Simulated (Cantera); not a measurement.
Input (Python, Cantera) and output of one run.

```python
import numpy as np
import cantera as ct

gas_names = """
    F F2 H HF H2 H2F2 H3F3 H4F4 H5F5 H6F6 H7F7 Si SiF SiF2 SiF3 SiF4 SiH SiHF3 SiH2 SiH2F2 SiH3 SiH3F
    SiH4 Si2 Si3
""".split()
cond_names = """
    Si(cr) Si(L)
""".split()


# ... load() reads the species with a 1 bar reference pressure and builds the phases ...
atoms = {
    'Si': {'Si': 1},
    'HF': {'H': 1, 'F': 1},
    'H2': {'H': 2},
    'F2': {'F': 2},
}
top_T = {}  # K; cautious upper limits of use, not melting points


# ... equilibrate(T, P, feed) seeds the gas with the atoms and calls Mixture.equilibrate('TP', solver="vcs", rtol=1e-11, max_steps=5000) ...
results = []
feed = {'Si': 1, 'HF': 2.5, 'H2': 0.45, 'F2': 6.2}  # mol
P = 1000  # Pa
for T in [548, 598, 648, 698, 748, 798, 848, 898, 948, 998, 1048, 1098, 1148, 1198]:
    mix = equilibrate(T, P, feed)
    results.append((T, P, feed, dict(zip(mix.species_names, mix.species_moles))))

top = {s: max(r[3][s] / sum(r[3][g] for g in gas_names) for r in results) for s in gas_names}
cols = sorted((s for s in top if top[s] > 0.001), key=lambda s: -top[s])[:9]
seen = [c for c in cond_names if any(r[3].get(c, 0) > 1e-12 for r in results)]
print("log10 of partial pressures in bar; condensed amounts in mol")
print(f"{'T/K':>10s}" + "".join(f"{s[:9]:>10s}" for s in cols + seen))
for T, P, feed, n in results:
    ng = sum(n[g] for g in gas_names)
    print(f"{T:10.4g}" + "".join(f"{np.log10(max(n[s] / ng * P / 1e5, 1e-99)):10.3f}" for s in cols)
          + "".join(f"{n.get(c, 0):10.4g}" for c in seen))
```

Output:

```
log10 of partial pressures in bar; condensed amounts in mol
       T/K         F        F2        HF      SiF4
       548    -5.689    -2.337    -2.380    -2.911
       598    -5.045    -2.338    -2.380    -2.911
       648    -4.498    -2.339    -2.380    -2.912
       698    -4.031    -2.344    -2.382    -2.913
       748    -3.628    -2.354    -2.385    -2.916
       798    -3.281    -2.375    -2.391    -2.923
       848    -2.985    -2.415    -2.403    -2.934
       898    -2.739    -2.485    -2.421    -2.953
       948    -2.544    -2.600    -2.447    -2.978
       998    -2.401    -2.769    -2.476    -3.007
      1048    -2.308    -2.995    -2.502    -3.034
      1098    -2.255    -3.264    -2.521    -3.052
      1148    -2.228    -3.552    -2.532    -3.064
      1198    -2.214    -3.839    -2.538    -3.069
```

Method: chemical equilibrium by Gibbs-energy minimisation in Cantera with the NASA 1993 tables (ideal gas, pure condensed phases).
